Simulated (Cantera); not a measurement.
Premixed flame

A freely propagating, adiabatic, planar premixed flame of C₃H₈ : O₂ : N₂ = 1 : 6.85 : 25.8 (molar parts), equivalence ratio 0.73, unburnt at 300 K and 2.76 atm; mixture-averaged transport, grid criteria slope 0.08 and curve 0.16, no radiation.

Computed with Cantera and GRI-Mech 3.0 (53 species, 325 reactions). GRI-Mech 3.0 was tuned for natural gas; its chemistry of propane as a main component is partial and can be far from experiment. Burning velocities carry a grid error of a few per cent, more on coarse grids.

```
z (mm)   T (K)  u (m/s)    x C₃H₈    x O₂     x OH    x HCN    x C₂H₆     x CH₃
-------  -----  -------  --------  ------  -------  -------  --------  --------
-0.643     300    0.216    0.0297   0.203    <1e-8    <1e-8   1.04e-8     <1e-8
-0.429     302    0.218    0.0297   0.203    <1e-8    <1e-8   1.50e-7     <1e-8
-0.322     312    0.225    0.0297   0.202    <1e-8    <1e-8   1.31e-6     <1e-8
-0.214     385    0.279    0.0292   0.196  1.24e-8    <1e-8   1.98e-5     <1e-8
-0.107     774    0.571    0.0221   0.160  3.40e-6  4.43e-8  0.000225   1.58e-5
-0.0536   1146    0.859   0.00977   0.124  5.92e-5  9.72e-8  0.000434  0.000332
0         1517     1.15  0.000394  0.0852  0.00108  1.69e-7   6.83e-5  0.000368
0.0536    1684     1.27   2.10e-7  0.0668  0.00308  1.20e-7   1.51e-7   1.90e-5
0.107     1760     1.32     <1e-8  0.0604  0.00382  4.02e-8     <1e-8   6.91e-7
0.214     1841     1.37     <1e-8  0.0557  0.00377    <1e-8     <1e-8     <1e-8
0.429     1902     1.41     <1e-8  0.0533  0.00286    <1e-8     <1e-8     <1e-8
0.857     1933     1.43     <1e-8  0.0524  0.00177    <1e-8     <1e-8     <1e-8
1.71      1944     1.44     <1e-8  0.0522  0.00112    <1e-8     <1e-8     <1e-8
```
x: mole fraction of selected species; z is measured from the peak of heat release.

```yaml
laminar_burning_velocity: 21.6 cm/s
thermal_thickness: 0.214 mm
peak x(OH): 0.00392
peak x(HCN): 1.75e-7
peak x(C₂H₆): 0.000434
peak x(CH₃): 0.000565
```
